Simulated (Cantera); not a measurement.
**Hydrocarbon pyrolysis for carbon deposition**

An isothermal, constant-pressure homogeneous reactor starts with 7.69 % CH4, 92.3 % N2, at 1875 K and 0.133 bar.

Model: GRI-Mech 3.0 (53 species, 325 reactions), integrated in Cantera. GRI-Mech 3.0 stops at C3 and has no aromatics, soot or wall deposition, so with more carbon than oxygen in the feed, carbon stays in small species such as C2H2 where larger ones or solid carbon would form.

```tsv
t (s)	x CH4	x HCN	x H2	x C2H6	x C2H	x C2H2	x C2H4
1.00e-6	0.0769	<1e-12	2.56e-7	<1e-12	<1e-12	<1e-12	<1e-12
3.35e-6	0.0769	<1e-12	2.10e-6	6.21e-12	<1e-12	<1e-12	7.23e-12
1.12e-5	0.0769	<1e-12	1.15e-5	3.45e-10	<1e-12	<1e-12	7.69e-10
3.76e-5	0.0768	<1e-12	4.46e-5	1.41e-8	<1e-12	2.21e-10	5.67e-8
0.000126	0.0766	1.79e-11	0.000160	3.98e-7	<1e-12	3.87e-8	2.68e-6
0.000422	0.0756	5.19e-10	0.000740	6.94e-6	3.57e-10	5.67e-6	0.000102
0.00141	0.0671	4.73e-8	0.00874	5.74e-5	5.06e-8	0.000816	0.00243
0.00474	0.0313	1.77e-6	0.0598	2.89e-5	7.80e-7	0.0183	0.00195
0.0159	0.00887	8.04e-6	0.0938	3.11e-6	1.43e-6	0.0311	0.000143
0.0532	0.00178	1.99e-5	0.104	1.84e-7	1.99e-6	0.0348	1.40e-5
0.178	0.000367	3.50e-5	0.106	9.39e-9	2.27e-6	0.0355	7.45e-6
0.597	9.16e-5	5.03e-5	0.107	6.32e-10	2.33e-6	0.0356	7.17e-6
2.00	3.17e-5	6.60e-5	0.107	9.91e-11	2.34e-6	0.0356	7.16e-6
```
x: mole fraction; the columns are a selection and need not sum to one.

Equilibrium at this temperature and pressure: CH4 1.46e-5, HCN 0.0542, H2 0.107, C2H6 2.18e-11, C2H 5.62e-7, C2H2 0.00857, C2H4 1.72e-6 (gas phase only).
